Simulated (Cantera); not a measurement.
Feed: 1 mol C2H4, 0.04 mol H2O, 61 mol H2, equilibrated at 22000 Pa.

These are equilibrium values from Cantera (NASA tables, ideal gas, pure condensed phases), not measurements of a reactor. Candidate condensed phases: C, C6H6, C7H8, C8H18, H2O; 110 gas species. Kinetics and transport are ignored.

log p: log10 of the partial pressure in bar; n: condensed amount in mol.

```csv
T (°C),log p H2,log p H,log p CH4,log p C2H2 (acetylene),log p CO,n C(graphite)
700,-0.67,-9.30,-2.23,-9.94,-3.90,0.322
900,-0.66,-7.26,-3.03,-7.87,-3.86,1.69
1100,-0.66,[?],[?],[?],-3.86,1.89
1300,-0.66,[?],[?],[?],-3.86,1.93
1500,-0.66,-3.88,-4.39,-4.51,-3.86,1.93
1700,-0.66,-3.20,-4.66,-3.85,-3.86,1.87
1900,-0.66,-2.65,-4.88,-3.32,-3.86,1.68
2100,-0.67,-2.19,-5.08,-2.88,-3.86,1.19
```

Fill in the missing entries.


- 1100, log p H: -5.81
- 1100, log p CH4: -3.61
- 1100, log p C2H2 (acetylene): -6.42
- 1300, log p H: -4.72
- 1300, log p CH4: -4.05
- 1300, log p C2H2 (acetylene): -5.34
